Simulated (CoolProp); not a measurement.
Vapour pressure (kPa) of ammonia: the reference equation beside estimates from Tc = 132.4 °C, pc = 11360 kPa, ω = 0.256.

The numbers come from the reference Helmholtz-energy equation of state, Gao 2020 in CoolProp.

```
T (°C)   reference  Redlich-Kwong  Peng-Robinson
------  ----------  -------------  -------------
0.45    (withheld)          721.8          434.1
7.55         564.5          902.5     (withheld)
14.65        719.8     (withheld)          717.3
21.75        906.0           1359          903.9
28.85         1127           1640           1126
35.95         1387     (withheld)           1387
42.95         1686           2315           1686
50.05         2036           2719     (withheld)
57.15         2437           3169     (withheld)
```

### Question
Some entries are withheld; supply them.

### Answer

- 0.45, reference: 436.5
- 7.55, Peng-Robinson: 562.0
- 14.65, Redlich-Kwong: 1114
- 35.95, Redlich-Kwong: 1959
- 50.05, Peng-Robinson: 2038
- 57.15, Peng-Robinson: 2443

Absolute difference from the reference over all 9 rows, mean and median: Redlich-Kwong 46.4 and 45.5 %, Peng-Robinson 0.2 and 0.2 %.
